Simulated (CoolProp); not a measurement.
Vapour-liquid equilibrium of CH2F2 (R32) (1) + R236EA (2) at 290.6 K; x and y are mole fractions of (1).

Model: multi-fluid Helmholtz-energy mixture model, Tillner-Roth 1997 and Rui 2013; pair parameters Bell 2016, in CoolProp.

```json
[
 {"x": "0.05", "bubble pressure, mixture model (MPa)": "0.2033", "bubble pressure, Raoult's law (MPa)": "0.2178", "y, mixture model": "0.252", "y, Raoult's law": "0.315"},
 {"x": "0.2", "bubble pressure, mixture model (MPa)": "0.3523", "bubble pressure, Raoult's law (MPa)": "0.4002", "y, mixture model": "___", "y, Raoult's law": "0.686"},
 {"x": "0.35", "bubble pressure, mixture model (MPa)": "0.5149", "bubble pressure, Raoult's law (MPa)": "0.5827", "y, mixture model": "___", "y, Raoult's law": "0.825"},
 {"x": "0.5", "bubble pressure, mixture model (MPa)": "___", "bubble pressure, Raoult's law (MPa)": "0.7651", "y, mixture model": "0.863", "y, Raoult's law": "0.897"},
 {"x": "0.65", "bubble pressure, mixture model (MPa)": "0.8780", "bubble pressure, Raoult's law (MPa)": "0.9475", "y, mixture model": "0.920", "y, Raoult's law": "0.942"},
 {"x": "0.8", "bubble pressure, mixture model (MPa)": "1.080", "bubble pressure, Raoult's law (MPa)": "1.130", "y, mixture model": "0.960", "y, Raoult's law": "0.972"},
 {"x": "0.95", "bubble pressure, mixture model (MPa)": "1.298", "bubble pressure, Raoult's law (MPa)": "1.312", "y, mixture model": "0.991", "y, Raoult's law": "0.994"}
]
```

### Question
Fill in the missing entries.

### Answer

- 0.2, y, mixture model: 0.616
- 0.35, y, mixture model: 0.774
- 0.5, bubble pressure, mixture model (MPa): 0.6900

The largest gap from Raoult's law is -12.0 % in bubble pressure, at x = 0.2. No azeotrope shows between x = 0.05 and 0.95.

The pair parameters rest on a limited set of measurements; away from them the model extrapolates.
